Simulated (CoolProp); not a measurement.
Model: reference Helmholtz-energy equation of state, Lemmon 2006, in CoolProp. It is a short technical equation, of lower accuracy than the large ones.

Q: Give the vapour pressure (bar), liquid cp (kJ/(kg K)), liquid conductivity (mW/(m K)) of saturated isopentane at 280.8 K.

A: 
```tsv
T (K)	p (bar)	liquid cp (kJ/(kg K))	liquid conductivity (mW/(m K))
280.8	0.476	2.19	107
```

Thermal conductivity comes from a separate model (Vassiliou 2015).
